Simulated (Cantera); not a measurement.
What does this Cantera script print?

```python
import numpy as np
import cantera as ct

gas_names = """
    NO ZrO2 N NO2
""".split()
cond_names = """
    Zr(a) Zr(b) Zr(L) ZrN(s) ZrN(L) ZrO2(a) ZrO2(b) ZrO2(L)
""".split()


# ... load() reads the species with a 1 bar reference pressure and builds the phases ...
species = {s.name: s for s in load("nasa_gas.yaml", gas_names) + load("nasa_condensed.yaml", cond_names)}
# Each term lists the table entries of one substance; the one whose range holds T is used.
reactions = {
    '2 NO(g) + 3 Zr = ZrO2(g) + 2 ZrN':
        [(-2, ['NO']), (-3, ['Zr(a)', 'Zr(b)', 'Zr(L)']), (1, ['ZrO2']), (2, ['ZrN(s)', 'ZrN(L)'])],
    'ZrO2 + 3 N(g) = 2 NO(g) + ZrN':
        [(-1, ['ZrO2(a)', 'ZrO2(b)', 'ZrO2(L)']), (-3, ['N']), (2, ['NO']), (1, ['ZrN(s)', 'ZrN(L)'])],
    'ZrN + 3 NO2(g) = 4 NO(g) + ZrO2(g)':
        [(-1, ['ZrN(s)', 'ZrN(L)']), (-3, ['NO2']), (4, ['NO']), (1, ['ZrO2'])],
}


def pick(names, T):
    return next(species[n] for n in names if species[n].thermo.min_temp <= T <= species[n].thermo.max_temp)


results = []
for label, terms in reactions.items():
    print(label)
    print("     T/K   dH/kJ  dS/(J/K)   dG/kJ   log10 K")
    for T in [523, 723, 923, 1123, 1323, 1523, 1723, 1923]:
        used = [(nu, pick(names, T)) for nu, names in terms]
        dH = sum(nu * s.thermo.h(T) for nu, s in used) / 1e6
        dS = sum(nu * s.thermo.s(T) for nu, s in used) / 1e3
        dG = dH - T * dS / 1e3
        logK = -dG * 1e6 / (ct.gas_constant * T * np.log(10))
        results.append((label, T, dH, dS, dG, logK, [s.name for _, s in used]))
        print(f"{T:8g} {dH:8.1f} {dS:8.1f} {dG:8.1f} {logK:8.2f}")
```

It prints:

```
2 NO(g) + 3 Zr = ZrO2(g) + 2 ZrN
     T/K   dH/kJ  dS/(J/K)   dG/kJ   log10 K
     523  -1199.1   -186.7  -1101.5   110.01
     723  -1197.8   -184.5  -1064.4    76.90
     923  -1197.0   -183.5  -1027.6    58.15
    1123  -1197.0   -183.5   -990.9    46.09
    1323  -1207.2   -192.6   -952.4    37.60
    1523  -1205.2   -191.2   -914.0    31.35
    1723  -1203.6   -190.2   -875.9    26.55
    1923  -1202.5   -189.6   -837.9    22.76
ZrO2 + 3 N(g) = 2 NO(g) + ZrN
     T/K   dH/kJ  dS/(J/K)   dG/kJ   log10 K
     523   -508.1    -61.7   -475.8    47.52
     723   -512.3    -68.6   -462.7    33.43
     923   -516.1    -73.2   -448.5    25.38
    1123   -519.6    -76.6   -433.5    20.16
    1323   -522.8    -79.3   -417.9    16.50
    1523   -531.5    -85.2   -401.6    13.77
    1723   -532.9    -86.1   -384.5    11.66
    1923   -533.9    -86.7   -367.2     9.97
ZrN + 3 NO2(g) = 4 NO(g) + ZrO2(g)
     T/K   dH/kJ  dS/(J/K)   dG/kJ   log10 K
     523    342.2    359.5    154.2   -15.40
     723    340.1    356.2     82.6    -5.97
     923    336.9    352.3     11.8    -0.67
    1123    333.0    348.4    -58.3     2.71
    1323    328.6    344.8   -127.6     5.04
    1523    323.7    341.4   -196.2     6.73
    1723    318.4    338.1   -264.2     8.01
    1923    312.7    335.0   -331.5     9.00
```

Standard-state values (1 bar) from the NASA 1993 polynomials, evaluated with Cantera. ZrN: taken at fixed stoichiometry. Condensed species are held in their standard states even where they would react or evaporate.
